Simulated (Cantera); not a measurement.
An isothermal, constant-pressure homogeneous reactor starts with H₂ : O₂ = 0.068 : 1 (molar parts), equivalence ratio 0.034, at 1300 K and 2670 Pa.

Computed with Cantera and the H2/O2 subset of GRI-Mech 3.0, which has no nitrogen chemistry. Radical loss at walls, strong at low pressure, is not modelled. The temperature is held fixed by assumption; the heat of reaction is taken as removed at once.

x: mole fraction; the columns are a selection and need not sum to one.

```
t (s)           x H₂   x O₂       x H      x OH       x O
--------  ----------  -----  --------  --------  --------
0.000800  (withheld)  0.895    0.0127   0.00905    0.0302
0.00232   (withheld)  0.892   0.00842   0.00537    0.0374
0.00673   (withheld)  0.905   0.00488   0.00457    0.0258
0.0195    (withheld)  0.922   0.00132   0.00303    0.0107
0.0566    (withheld)  0.931  0.000134   0.00143   0.00233
0.164     (withheld)  0.934   8.28e-6  0.000568  0.000364
0.476     (withheld)  0.934   5.69e-7  0.000233   6.10e-5
1.38      (withheld)  0.934   5.43e-8  0.000107   1.27e-5
4.00      (withheld)  0.934   7.27e-9   5.45e-5   3.33e-6
```

What belongs in the gaps?


- 0.000800, x H₂: 0.00901
- 0.00232, x H₂: 0.00120
- 0.00673, x H₂: 0.000858
- 0.0195, x H₂: 0.000372
- 0.0566, x H₂: 8.19e-5
- 0.164, x H₂: 1.28e-5
- 0.476, x H₂: 2.13e-6
- 1.38, x H₂: 4.42e-7
- 4.00, x H₂: 1.15e-7
